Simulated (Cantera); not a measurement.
## Reactions in the system F-H-N-Si

Source: NASA polynomial tables (part measured, part estimated), evaluated in Cantera. Values are per mole of reaction as written; species without (g) are pure solids or liquids, kept so even where they would boil at 1 bar. The tables' values for SiF2 are old estimates.

3 SiF2(g) + 6 NH3(g) → Si3N4 + 9 H2(g) + 2 NF3(g)

| T (K) | ΔH° (kJ) | ΔS° (J/K) | ΔG° (kJ) | log10 K |
|---|---|---|---|---|
| 300 | 1031.3 | -114.9 | 1065.8 | -185.56 |
| 523 | 1058.0 | -48.3 | 1083.2 | -108.18 |
| 623 | 1068.9 | -29.1 | 1087.0 | -91.14 |
| 723 | 1079.1 | -13.9 | 1089.2 | -78.69 |
| 823 | 1088.8 | -1.3 | 1089.9 | -69.17 |
| 923 | 1098.0 | 9.2 | 1089.5 | -61.66 |
| 1023 | 1106.7 | 18.2 | 1088.1 | -55.56 |
| 1123 | 1114.9 | 25.9 | 1085.9 | -50.51 |
| 1223 | 1122.9 | 32.7 | 1083.0 | -46.25 |
| 1323 | 1130.6 | 38.7 | 1079.4 | -42.62 |
